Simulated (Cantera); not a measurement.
## Stirred combustor or abatement burner

A perfectly stirred reactor is fed with 8.03 % CH4, 2.49 % CO, 18.8 % O2, 70.7 % N2, equivalence ratio 0.92, at 1000000 Pa; it is adiabatic with a 650 K inlet, and is followed from long to short residence time, starting on the burning branch (τ in s: 0.046, 0.022, 0.01, 0.005, 0.0024, 0.0011, 0.00054, 0.00026, 0.00012, 5.8e-05, 2.8e-05, 1.3e-05).

Computed with Cantera and GRI-Mech 3.0 (53 species, 325 reactions).

| τ (s) | T (K) | x CH4 | x CO | x O2 | x HCN | x NO |
|---|---|---|---|---|---|---|
| 0.046 | 2418 | 6.28e-7 | 0.00610 | 0.0155 | 1.40e-7 | 0.00421 |
| 0.022 | 2418 | 1.29e-6 | 0.00617 | 0.0159 | 2.45e-7 | 0.00360 |
| 0.010 | 2418 | 2.76e-6 | 0.00634 | 0.0164 | 4.01e-7 | 0.00274 |
| 0.0050 | 2416 | 5.33e-6 | 0.00665 | 0.0169 | 5.60e-7 | 0.00197 |
| 0.0024 | 2411 | 1.05e-5 | 0.00728 | 0.0176 | 7.39e-7 | 0.00130 |
| 0.0011 | 2400 | 2.10e-5 | 0.00851 | 0.0185 | 9.47e-7 | 0.000818 |
| 0.00054 | 2382 | 3.82e-5 | 0.0104 | 0.0197 | 1.17e-6 | 0.000547 |
| 0.00026 | 2353 | 6.85e-5 | 0.0131 | 0.0214 | 1.45e-6 | 0.000375 |
| 0.00012 | 2311 | 0.000125 | 0.0172 | 0.0239 | 1.81e-6 | 0.000258 |
| 5.8e-5 | 2258 | 0.000226 | 0.0221 | 0.0271 | 2.24e-6 | 0.000180 |
| 2.8e-5 | 2189 | 0.000434 | 0.0286 | 0.0314 | 2.83e-6 | 0.000120 |
| 1.3e-5 | 2084 | 0.00107 | 0.0392 | 0.0395 | 3.78e-6 | 6.25e-5 |
x: mole fraction; the columns are a selection and need not sum to one.
